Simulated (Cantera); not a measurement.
Charge: 1 mol Fe2O3, 4.8 mol C, 8.9 mol H2, at 0.660 bar.

Equilibrium computed with Cantera from the NASA thermochemical tables; the gas is ideal and each condensed phase is pure. Candidate condensed phases: C, C6H6, C7H8, C8H18, Fe, Fe(CO)5, FeO, Fe(OH)2, Fe(OH)3, Fe2O3, Fe3O4, H2O; 114 gas species. Iron dissolves carbon and melts from about 1420 K in contact with it, which pure phases cannot show. Condensed phases not in the tables: cementite and carbon dissolved in iron. The numbers say what is thermodynamically allowed, not how fast it happens. All values below are at 1777 °C.

Base state: H2 0.744, CO 0.252, H 0.00241, Fe 0.000955, C2H2 (acetylene) 0.000790, CH4 0.000136, H2O 1.19e-5 (mole fractions); condensed: C(graphite) + Fe(l).

What changes in the equilibrium state with this change: Fe2O3 replaced by Ta2O5?


```csv
species,before,after
H2,0.744,0.717
CO,0.252,0.276
H2O,1.19e-5,0.00425
Fe,0.000955,0
C2H2 (acetylene),0.000790,6.70e-9
CO2,8.46e-7,0.000344
CH4,0.000136,3.75e-7
H,0.00241,0.00236
"C(graphite), mol",1.78,0
"Fe(l), mol",1.99,0
"TaC(s), mol",0,1.39
"Ta2O5(s), mol",0,0.306
```
Mutual solubility and eutectic melting of coexisting phases are not modelled. TaC: taken at fixed stoichiometry. Condensed phases not in the tables: Ta2C. Further candidate phases: Ta, TaC, Ta2O5.
